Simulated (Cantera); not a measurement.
A Cantera script and what it prints.

```python
import numpy as np
import cantera as ct

gas_names = """
    CL CL2 H HCL H2 Si SiCL SiCL2 SiCL3 SiCL4 SiH SiHCL3 SiH2 SiH2CL2 SiH3 SiH3CL SiH4 Si2 Si3
""".split()
cond_names = """
    Si(cr) Si(L)
""".split()


# ... load() reads the species with a 1 bar reference pressure and builds the phases ...
atoms = {
    'SiHCl3': {'Si': 1, 'H': 1, 'CL': 3},
    'H2': {'H': 2},
}
top_T = {}  # K; cautious upper limits of use, not melting points


# ... equilibrate(T, P, feed) seeds the gas with the atoms and calls Mixture.equilibrate('TP', solver="gibbs", rtol=1e-10, max_steps=50000) ...
results = []
feed = {'SiHCl3': 1, 'H2': 12}  # mol
P = 1333.22  # Pa
for T in [898, 973, 1048, 1123, 1198, 1273, 1348, 1423, 1498, 1573, 1648, 1723, 1798]:
    mix = equilibrate(T, P, feed)
    results.append((T, P, feed, dict(zip(mix.species_names, mix.species_moles))))

top = {s: max(r[3][s] / sum(r[3][g] for g in gas_names) for r in results) for s in gas_names}
cols = sorted((s for s in top if top[s] > 1e-06), key=lambda s: -top[s])[:9]
seen = [c for c in cond_names if any(r[3].get(c, 0) > 1e-12 for r in results)]
print("log10 of partial pressures in bar; condensed amounts in mol")
print(f"{'T/K':>10s}" + "".join(f"{s[:9]:>10s}" for s in cols + seen))
for T, P, feed, n in results:
    ng = sum(n[g] for g in gas_names)
    print(f"{T:10.4g}" + "".join(f"{np.log10(max(n[s] / ng * P / 1e5, 1e-99)):10.3f}" for s in cols)
          + "".join(f"{n.get(c, 0):10.4g}" for c in seen))
```

Output:

```
log10 of partial pressures in bar; condensed amounts in mol
       T/K        H2       HCL     SiCL2     SiCL4    SiHCL3     SiCL3         H      SiCL        CL    Si(cr)     Si(L)
       898    -1.906    -3.844    -5.652    -3.220    -3.836    -5.278   -10.914   -14.726   -12.863    0.2453         0
       973    -1.909    -3.537    -4.959    -3.251    -3.874    -4.834    -9.921   -13.120   -11.574    0.2782         0
      1048    -1.916    -3.286    -4.385    -3.315    -3.936    -4.482    -9.070   -11.756   -10.479    0.3203         0
      1123    -1.925    -3.088    -3.925    -3.440    -4.043    -4.230    -8.333   -10.593    -9.547    0.3576         0
      1198    -1.936    -2.947    -3.585    -3.670    -4.230    -4.101    -7.689    -9.609    -8.761    0.3702         0
      1273    -1.945    -2.866    -3.374    -4.045    -4.523    -4.118    -7.119    -8.785    -8.111    0.3557         0
      1348    -1.950    -2.833    -3.267    -4.540    -4.903    -4.254    -6.611    -8.095    -7.573    0.3335         0
      1423    -1.952    -2.825    -3.219    -5.072    -5.309    -4.444    -6.153    -7.502    -7.113    0.3147         0
      1498    -1.952    -2.826    -3.194    -5.585    -5.699    -4.641    -5.741    -6.978    -6.708    0.2991         0
      1573    -1.952    -2.830    -3.178    -6.061    -6.061    -4.830    -5.367    -6.508    -6.344    0.2855         0
      1648    -1.952    -2.835    -3.167    -6.499    -6.394    -5.005    -5.026    -6.083    -6.015    0.2732         0
      1723    -1.953    -2.831    -3.170    -6.891    -6.699    -5.167    -4.715    -5.717    -5.704         0    0.2782
      1798    -1.955    -2.816    -3.186    -7.241    -6.982    -5.318    -4.431    -5.407    -5.408         0    0.3016
```

Cantera equilibrium calculation (NASA polynomials, part measured and part estimated; ideal gas, pure solids and liquids). The tables' values for SiCl3, SiCl are old estimates; treat these amounts as uncertain. Gases not in the tables: Si2H6 and higher silanes.
